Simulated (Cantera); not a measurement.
A closed system holds: 1 mol Si, 0.11 mol N₂O, 340 mol H₂, at 0.660 Torr.

These are equilibrium values from Cantera (NASA tables, ideal gas, pure condensed phases), not measurements of a reactor. Candidate condensed phases: H₂O, Si, SiO₂, Si₂N₂O, Si₃N₄; 35 gas species. Gases not in the tables: Si₂H₆ and higher silanes. Equilibrium is a limit: real reactors are often held back by kinetics, nucleation or transport.

x: gas mole fraction; n: condensed amount in mol.

| T (K) | x H₂ | x H | x Si | x SiO | x N₂ | x SiH | x SiH₂ | n Si(s) | n Si(l) |
|---|---|---|---|---|---|---|---|---|---|
| 1548 | 0.998 | 0.00104 | 3.61e-5 | 0.000323 | 0.000323 | ? | 2.72e-6 | 0.876 | 0 |
| 1598 | 0.997 | 0.00179 | 0.000106 | 0.000323 | 0.000323 | ? | 4.88e-6 | 0.849 | 0 |
| 1648 | 0.996 | 0.00300 | 0.000293 | 0.000323 | 0.000323 | ? | 8.44e-6 | 0.781 | 0 |
| 1698 | 0.994 | 0.00486 | 0.000746 | 0.000322 | 0.000322 | ? | 1.39e-5 | 0 | 0.615 |
| 1748 | 0.990 | 0.00766 | 0.00165 | 0.000322 | 0.000321 | ? | 2.03e-5 | 0 | 0.286 |
| 1798 | 0.985 | 0.0118 | 0.00246 | 0.000321 | 0.000320 | ? | 2.04e-5 | 0 | 0 |
| 1848 | 0.979 | 0.0177 | 0.00248 | 0.000320 | 0.000319 | ? | 1.42e-5 | 0 | 0 |
| 1898 | 0.971 | 0.0260 | 0.00249 | 0.000318 | 0.000318 | ? | 9.99e-6 | 0 | 0 |
| 1948 | 0.959 | 0.0373 | 0.00249 | 0.000316 | 0.000316 | ? | 7.10e-6 | 0 | 0 |
| 1998 | 0.944 | 0.0525 | 0.00248 | 0.000314 | 0.000314 | ? | 5.09e-6 | 0 | 0 |
| 2048 | 0.924 | 0.0726 | 0.00247 | 0.000311 | 0.000311 | ? | 3.68e-6 | 0 | 0 |
| 2098 | 0.899 | 0.0983 | 0.00244 | 0.000307 | 0.000306 | ? | 2.67e-6 | 0 | 0 |
| 2148 | 0.866 | 0.131 | 0.00240 | 0.000301 | 0.000301 | ? | 1.93e-6 | 0 | 0 |

Problem. Some entries are withheld; supply them.

Solution. 
- 1548, x SiH: 2.83e-6
- 1598, x SiH: 6.91e-6
- 1648, x SiH: 1.59e-5
- 1698, x SiH: 3.44e-5
- 1748, x SiH: 6.50e-5
- 1798, x SiH: 8.32e-5
- 1848, x SiH: 7.27e-5
- 1898, x SiH: 6.36e-5
- 1948, x SiH: 5.57e-5
- 1998, x SiH: 4.88e-5
- 2048, x SiH: 4.27e-5
- 2098, x SiH: 3.74e-5
- 2148, x SiH: 3.26e-5
